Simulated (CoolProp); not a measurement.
Vapour-liquid equilibrium of cyclohexane (1) + toluene (2) at 1.65 MPa; x and y are mole fractions of (1).

Model: multi-fluid Helmholtz-energy mixture model, Zhou 2014 and Lemmon 2006; pair parameters Bell 2016, in CoolProp.

| x | bubble temperature, mixture model (°C) | bubble temperature, Raoult's law (°C) | y, mixture model | y, Raoult's law |
|---|---|---|---|---|
| 0.05 | 246.3 | 246.9 | 0.075 | 0.080 |
| 0.2 | 238.7 | 240.5 | 0.276 | 0.295 |
| 0.35 | 232.2 | 234.6 | 0.445 | 0.477 |
| 0.5 | 226.6 | 229.1 | 0.591 | 0.630 |
| 0.65 | 221.9 | 224.0 | 0.721 | 0.762 |
| 0.8 | 217.8 | 219.2 | 0.842 | 0.874 |
| 0.95 | 214.3 | 214.7 | 0.960 | 0.971 |

The largest gap from Raoult's law is -2.5 K in bubble temperature, at x = 0.5. No azeotrope shows between x = 0.05 and 0.95.

Pair parameters are fitted to limited data, so mixtures are less certain than the pure fluids.
